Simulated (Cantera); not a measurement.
# Reactions in the system H-I-N-Na

Standard-state values (1 bar) from the NASA 1993 polynomials, evaluated with Cantera. Values are per mole of reaction as written; species without (g) are pure solids or liquids, kept so even where they would boil at 1 bar.

6 HI(g) + 6 Na(g) + N2(g) → 6 NaI + 2 NH3(g)

| T (K) | ΔH° (kJ) | ΔS° (J/K) | ΔG° (kJ) | log10 K |
|---|---|---|---|---|
| 950 | -2419.7 | -1126.0 | -1350.0 | 74.23 |
| 1000 | -2412.5 | -1118.6 | -1293.9 | 67.58 |
| 1050 | -2405.2 | -1111.5 | -1238.1 | 61.59 |
| 1100 | -2397.9 | -1104.7 | -1182.7 | 56.16 |
| 1150 | -2390.6 | -1098.2 | -1127.6 | 51.22 |
| 1200 | -2383.2 | -1092.0 | -1072.9 | 46.70 |
